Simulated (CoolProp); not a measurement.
Vapour-liquid equilibrium of toluene (1) + o-xylene (2) at 199.65 °C; x and y are mole fractions of (1).

Computed with CoolProp (multi-fluid Helmholtz-energy mixture model, Lemmon 2006 and Zhou 2012; pair parameters Bell 2016).

Question: Give the bubble pressure and the first vapour's composition at x = 0.55, 0.65, 0.95. Is there an azeotrope?

Answer: x = 0.55: 0.5675 MPa, y = 0.696; x = 0.65: 0.6068 MPa, y = 0.775; x = 0.95: 0.7255 MPa, y = 0.971. No azeotrope shows between x = 0.05 and 0.95.

The pair parameters rest on a limited set of measurements; away from them the model extrapolates.
